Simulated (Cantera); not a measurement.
What does this Cantera script print?

```python
import numpy as np
import cantera as ct

gas_names = [...]  # 136 gases of nasa_gas.yaml made of C, H, N, O
cond_names = """
    C(gr) C6H6(L) C7H8(L) C8H18(L),n-octa H2O(s) H2O(L)
""".split()


# ... load() reads the species with a 1 bar reference pressure and builds the phases ...
atoms = {
    'CH4': {'C': 1, 'H': 4},
    'O2': {'O': 2},
    'N2': {'N': 2},
}
top_T = {'C(gr)': 4500}  # K; cautious upper limits of use, not melting points


# ... equilibrate(T, P, feed) seeds the gas with the atoms and calls Mixture.equilibrate('TP', solver="vcs", rtol=1e-11, max_steps=5000) ...
results = []
T = 975  # K
P = 420000  # Pa
for m in [0.014, 0.023, 0.041, 0.07, 0.12, 0.21, 0.37]:
    feed = {'CH4': 1, 'O2': m, 'N2': 0.63}  # mol
    mix = equilibrate(T, P, feed)
    results.append((T, P, feed, dict(zip(mix.species_names, mix.species_moles))))
    x = sorted(zip(gas.X, gas.species_names), reverse=True)
    print(f"T = {T:g} K  P = {P:g} Pa  n(O2) = {m:g} mol  gas = {mix.phase_moles(0):.4g} mol")
    print("   x: " + "  ".join(f"{s} {v:.3e}" for v, s in x if v > 1e-05))
    print("   condensed (mol): " + ("  ".join(f"{mix.phase(i).name} {mix.phase_moles(i):.4g}"
          for i in range(1, mix.n_phases) if mix.phase_moles(i) > 1e-12) or "none"))
```

Result:

```
T = 975 K  P = 420000 Pa  n(O2) = 0.014 mol  gas = 2.276 mol
   x: H2 5.507e-01  N2 2.765e-01  CH4 1.600e-01  H2O 7.034e-03  CO 5.061e-03  NH3 6.226e-04  CO2 1.033e-04
   condensed (mol): C(gr) 0.624
T = 975 K  P = 420000 Pa  n(O2) = 0.023 mol  gas = 2.287 mol
   x: H2 5.467e-01  N2 2.751e-01  CH4 1.577e-01  H2O 1.134e-02  CO 8.222e-03  NH3 6.144e-04  CO2 2.727e-04
   condensed (mol): C(gr) 0.6198
T = 975 K  P = 420000 Pa  n(O2) = 0.041 mol  gas = 2.31 mol
   x: H2 5.390e-01  N2 2.725e-01  CH4 1.533e-01  H2O 1.951e-02  CO 1.434e-02  CO2 8.295e-04  NH3 5.985e-04
   condensed (mol): C(gr) 0.6109
T = 975 K  P = 420000 Pa  n(O2) = 0.07 mol  gas = 2.346 mol
   x: H2 5.271e-01  N2 2.683e-01  CH4 1.466e-01  H2O 3.149e-02  CO 2.367e-02  CO2 2.261e-03  NH3 5.744e-04
   condensed (mol): C(gr) 0.5953
T = 975 K  P = 420000 Pa  n(O2) = 0.12 mol  gas = 2.408 mol
   x: H2 5.081e-01  N2 2.614e-01  CH4 1.362e-01  H2O 4.931e-02  CO 3.845e-02  CO2 5.964e-03  NH3 5.366e-04
   condensed (mol): C(gr) 0.565
T = 975 K  P = 420000 Pa  n(O2) = 0.21 mol  gas = 2.519 mol
   x: H2 4.778e-01  N2 2.498e-01  CH4 1.205e-01  H2O 7.437e-02  CO 6.167e-02  CO2 1.534e-02  NH3 4.784e-04
   condensed (mol): C(gr) 0.5024
T = 975 K  P = 420000 Pa  n(O2) = 0.37 mol  gas = 2.718 mol
   x: H2 4.332e-01  N2 2.316e-01  H2O 1.040e-01  CH4 9.903e-02  CO 9.517e-02  CO2 3.654e-02  NH3 3.976e-04
   condensed (mol): C(gr) 0.3729
```

Equilibrium computed with Cantera from the NASA thermochemical tables; the gas is ideal and each condensed phase is pure.
